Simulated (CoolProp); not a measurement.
Saturated liquid density (kg/m³) of carbon dioxide: the reference equation beside estimates from Tc = 31.0 °C, pc = 73.77 bar, ω = 0.224.

Values from CoolProp's reference Helmholtz-energy equation of state, Span 1996.

| T (°C) | reference | van der Waals | Redlich-Kwong | Soave-Redlich-Kwong | Peng-Robinson |
|---|---|---|---|---|---|
| -49.85 | 1154 | 710.3 | 1022 | 1061 | 1202 |
| -43.45 | 1130 | 695.5 | 995.8 | 1035 | 1174 |
| -37.15 | 1105 | 680.3 | 968.6 | 1008 | 1144 |
| -30.85 | 1079 | 664.4 | 939.8 | 979.8 | 1112 |
| -24.55 | 1052 | ? | 909.4 | 949.3 | 1077 |
| -18.25 | 1024 | 629.6 | 877.1 | 916.5 | 1040 |
| -11.95 | 992.9 | 610.4 | 842.6 | 881.1 | 999.6 |
| -5.55 | 959.2 | 589.4 | 804.8 | 841.9 | 954.5 |
| 0.75 | ? | 566.7 | 764.3 | 799.3 | 905.1 |
| 7.05 | 882.2 | 541.6 | ? | ? | 849.6 |
| 13.35 | 835.1 | 512.9 | 669.0 | 697.4 | ? |
| 19.65 | 777.1 | 478.4 | 609.2 | 632.3 | 708.9 |

Q: Complete the blanks.

A: 
- -24.55, van der Waals: 647.5
- 0.75, reference: 922.9
- 7.05, Redlich-Kwong: 719.6
- 7.05, Soave-Redlich-Kwong: 751.8
- 13.35, Peng-Robinson: 785.7

Absolute difference from the reference over all 12 rows, mean and median: van der Waals 38.5 and 38.5 %, Redlich-Kwong 15.4 and 14.7 %, Soave-Redlich-Kwong 11.8 and 10.9 %, Peng-Robinson 3.3 and 3.3 %.
